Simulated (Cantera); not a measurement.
Adiabatic ignition

An adiabatic, constant-pressure homogeneous reactor starts with 7.84 % CH4, 19.4 % O2, 72.8 % N2, equivalence ratio 0.81, at 1650 K and 0.296 atm.

Detailed kinetics in Cantera: GRI-Mech 3.0 (53 species, 325 reactions).

| t (s) | T (K) | x CH4 | x O2 | x NO | x C2H6 | x CH3 |
|---|---|---|---|---|---|---|
| 4.00e-6 | 1650 | 0.0784 | 0.194 | <1e-12 | 2.97e-12 | 1.32e-6 |
| 8.92e-6 | 1650 | 0.0784 | 0.194 | <1e-12 | 4.51e-11 | 3.39e-6 |
| 1.99e-5 | 1650 | 0.0784 | 0.194 | <1e-12 | 6.16e-10 | 8.30e-6 |
| 4.43e-5 | 1650 | 0.0784 | 0.194 | <1e-12 | 8.11e-9 | 2.05e-5 |
| 9.88e-5 | 1650 | 0.0784 | 0.194 | <1e-12 | 1.15e-7 | 5.42e-5 |
| 0.000220 | 1650 | 0.0782 | 0.194 | 1.74e-12 | 2.06e-6 | 0.000169 |
| 0.000491 | 1652 | 0.0767 | 0.193 | 1.53e-11 | 6.24e-5 | 0.000764 |
| 0.00110 | 2429 | <1e-12 | 0.0504 | 0.000162 | <1e-12 | <1e-12 |
| 0.00244 | 2610 | <1e-12 | 0.0472 | 0.00170 | <1e-12 | <1e-12 |
| 0.00545 | 2646 | <1e-12 | 0.0450 | 0.00548 | <1e-12 | <1e-12 |
| 0.0121 | 2642 | <1e-12 | 0.0431 | 0.0101 | <1e-12 | <1e-12 |
| 0.0271 | 2641 | <1e-12 | 0.0422 | 0.0121 | <1e-12 | <1e-12 |
| 0.0604 | 2641 | <1e-12 | 0.0421 | 0.0122 | <1e-12 | <1e-12 |
| 0.135 | 2641 | <1e-12 | 0.0421 | 0.0122 | <1e-12 | <1e-12 |
| 0.300 | 2641 | <1e-12 | 0.0421 | 0.0122 | <1e-12 | <1e-12 |
x: mole fraction; the columns are a selection and need not sum to one.

| Property | Value |
|---|---|
| time of steepest temperature rise | 0.868 ms |
| temperature at 0.300 s | 2641 K |
| equilibrium temperature | 2641 K |
| x(CH4) at 0.300 s | <1e-12 (gas-phase equilibrium <1e-12) |
| x(O2) at 0.300 s | 0.0421 (gas-phase equilibrium 0.0421) |
| x(NO) at 0.300 s | 0.0122 (gas-phase equilibrium 0.0122) |
